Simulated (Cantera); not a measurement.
An adiabatic, constant-pressure homogeneous reactor starts with CH3OH : O2 : N2 = 1 : 0.652 : 2.45 (molar parts), at 1800 K and 26.0 bar. Integrator tolerance rtol = 1e-08.

Cantera simulation using GRI-Mech 3.0 (53 species, 325 reactions); the numbers are that mechanism's predictions, not measurements. GRI-Mech 3.0 was tuned for natural gas; its chemistry of methanol as a main component is partial and can be far from experiment. The pressure lies above the range GRI-Mech 3.0 was tuned for (to about 10 atm).

```tsv
quantity	before	after
time of steepest temperature rise	1.11 µs	30.8 µs
temperature at 1.00 s	2786 K	2638 K
equilibrium temperature	2786 K	2638 K
x(CH3OH) at 1.00 s	2.49e-11 (gas-phase equilibrium 2.57e-11)	<1e-12 (gas-phase equilibrium <1e-12)
x(O2) at 1.00 s	2.93e-5 (gas-phase equilibrium 2.93e-5)	0.000375 (gas-phase equilibrium 0.000375)
x(CO2) at 1.00 s	0.0294 (gas-phase equilibrium 0.0294)	0.0299 (gas-phase equilibrium 0.0299)
x(C2H2) at 1.00 s	6.59e-12 (gas-phase equilibrium 7.25e-12)	<1e-12 (gas-phase equilibrium <1e-12)
x(H2O) at 1.00 s	0.206 (gas-phase equilibrium 0.206)	0.196 (gas-phase equilibrium 0.196)
x(HCN) at 1.00 s	1.63e-6 (gas-phase equilibrium 1.63e-6)	3.57e-8 (gas-phase equilibrium 3.57e-8)
```

Q: Name the change that produced these shifts.
(A) pressure from 26.0 bar to 0.580 bar
(B) constant volume in place of constant pressure
(C) initial temperature 1800 to 1000 K
(D) initial temperature 1800 to 1573 K

A: A, pressure from 26.0 bar to 0.580 bar
